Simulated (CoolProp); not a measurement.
Properties of n-pentane along the isotherm 246.05 °C (Tc = 196.5 °C, pc = 3.368 MPa, ω = 0.251).

The numbers come from the reference Helmholtz-energy equation of state, Thol 2019 in CoolProp.

| p (MPa) | phase | density (kg/m³) | cp (kJ/(kg K)) | cv (kJ/(kg K)) | isothermal compressibility (1/MPa) | conductivity (mW/(m K)) |
|---|---|---|---|---|---|---|
| 0.601 | gas | 10.51 | 2.646 | 2.502 | 1.743 | 43.3 |
| 1.2 | gas | 22.06 | 2.698 | 2.517 | 0.9210 | 44.0 |
| 1.8 | gas | 34.99 | 2.767 | 2.533 | ___ | 45.1 |
| 2.41 | gas | 49.94 | ___ | 2.552 | 0.5274 | 46.7 |
| 3.01 | gas | 67.08 | 2.997 | 2.573 | 0.4631 | 48.9 |
| 3.61 | supercritical | 87.65 | 3.198 | 2.598 | 0.4329 | 52.1 |
| 4.21 | supercritical | 113.3 | ___ | 2.626 | 0.4265 | 56.8 |
| 4.81 | supercritical | 146.5 | 3.989 | 2.654 | 0.4298 | ___ |
| 5.41 | supercritical | 188.4 | 4.484 | 2.672 | 0.3951 | 70.8 |
| 6.01 | supercritical | 231.9 | ___ | 2.671 | 0.2907 | 75.1 |
| 6.61 | supercritical | 267.4 | 4.350 | 2.657 | 0.1904 | 76.3 |
| 7.22 | supercritical | 294.1 | ___ | 2.643 | 0.1278 | 76.6 |
| 7.82 | supercritical | 313.9 | 3.923 | 2.631 | 0.09228 | 76.8 |
| 8.42 | supercritical | 329.5 | 3.787 | 2.623 | 0.07068 | 77.1 |

**Question.** Some entries are withheld; supply them.

**Answer.** 
- 1.8, isothermal compressibility (1/MPa): 0.6539
- 2.41, cp (kJ/(kg K)): 2.863
- 4.21, cp (kJ/(kg K)): 3.513
- 4.81, conductivity (mW/(m K)): 63.5
- 6.01, cp (kJ/(kg K)): 4.574
- 7.22, cp (kJ/(kg K)): 4.106

Thermal conductivity comes from a separate model (Vassiliou 2015).
